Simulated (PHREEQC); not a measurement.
Dissolve 11 mmol/kgw HF and 0.48 mmol/kgw KF at 68 °C. Closed to the air; pH follows from the charge balance.

Computed with PHREEQC (ion-association model, wateq4f.dat).

No solid was allowed to form.

Predict the pH, ionic strength.

pH 2.83; ionic strength 0.00202 mol/kgw.

In which forms is F present?

HF 81 %, F- 17 %, HF2- 1.4 %, H2F2 0.7 % of the F.

Complexes and solids missing from the database can't appear. Away from 25 °C the constants follow the database's enthalpies or fits; those with neither stay at their 25 °C values.
